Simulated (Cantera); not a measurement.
An isothermal plug-flow reactor at 1300 K and 1.01 bar (inlet), inlet velocity 2.2 m/s, active area per volume 7700 1/m; feed CH4 : O2 : N2 : H2O = 0.0062 : 0.12 : 0.79 : 0.017 (molar parts), equivalence ratio 0.10.

Detailed kinetics in Cantera: Deutschmann's 1995 Pt surface mechanism with GRI-Mech 3.0 gas chemistry. Catalytic surfaces can have several steady states; this one follows from the mechanism file's or the stated starting coverage. Mass transfer to the wall is taken as infinitely fast.

One state of this run: x CH4 = 2.63e-9; x O2 = 0.115; x H2O = 0.0314; x CO2 = 0.00659; x CO = 7.98e-9; θ free Pt = 0.513; θ O* = 0.485; θ OH* = 0.00177. x: gas mole fraction; θ: surface coverage.

Which value of z (m) does it belong to?
A. 0.0094
B. 0.0056
C. 0.00026
D. 0.016

A, 0.0094
